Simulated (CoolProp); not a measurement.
Dimethyl carbonate at 334.14 K and 0.156 MPa is throttled through a valve to 0.0715 MPa with no heat exchange. Each further row changes one setting.

Model: reference Helmholtz-energy equation of state, Zhou 2011, in CoolProp.

| case | temperature change (K) | final phase | final density (kg/m³) |
|---|---|---|---|
| as stated | +0.0 | liquid | 1010 |
| outlet pressure 0.0214 MPa | -13.0 | two-phase, vapour fraction 0.060 | 11.9 |
| outlet pressure 0.0929 MPa | +0.0 | liquid | 1010 |
